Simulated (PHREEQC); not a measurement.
**Brine**

Consider water at 25 °C with 5.7 mol/kgw LiBr, 0.3 mol/kgw MgSO4 and 1.1 mol/kgw NaCl. Closed to the air; pH follows from the charge balance.

Model: Pitzer model, pitzer.dat, run in PHREEQC.

This is a speciation only: nothing precipitates in the calculation.

Question: Estimate the activity of water, osmotic coefficient.

Answer: activity of water 0.582; osmotic coefficient 2.118.
